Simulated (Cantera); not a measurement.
Input: 1 mol SiH₄, 0.75 mol O₃, at 1000 °C and 0.000340 bar.

Cantera equilibrium calculation (NASA polynomials, part measured and part estimated; ideal gas, pure solids and liquids). Candidate condensed phases: H₂O, Si, SiO₂; 18 gas species. The tables hold silica as quartz up to 1696 K and as liquid above; real silica turns to tridymite and cristobalite and melts near 1996 K. Equilibrium is a limit: real reactors are often held back by kinetics, nucleation or transport.

Base state: H₂ 0.875, H₂O 0.125, H 3.63e-5 (mole fractions); condensed: SiO₂(β-quartz).

Task: What changes in the equilibrium state with this change: O₃ from 0.75 to 0.45 mol?

Result: 
| species | before | after |
|---|---|---|
| H₂ | 0.875 | 0.989 |
| SiO | 1.49e-8 | 0.0115 |
| H | 3.63e-5 | 3.85e-5 |
| H₂O | 0.125 | 1.84e-7 |
| SiO₂(β-quartz), mol | 1.00 | 0.663 |
| Si(s), mol | 0 | 0.313 |
Mutual solubility and eutectic melting of coexisting phases are not modelled.

Task: What changes in the equilibrium state with this change: O₃ from 0.75 to 0.051 mol?

Result: 
```tsv
species	before	after
H₂	0.875	0.989
SiO	1.49e-8	0.0115
H	3.63e-5	3.85e-5
H₂O	0.125	1.84e-7
SiO₂(β-quartz), mol	1.00	0.0649
Si(s), mol	0	0.912
```
Mutual solubility and eutectic melting of coexisting phases are not modelled.
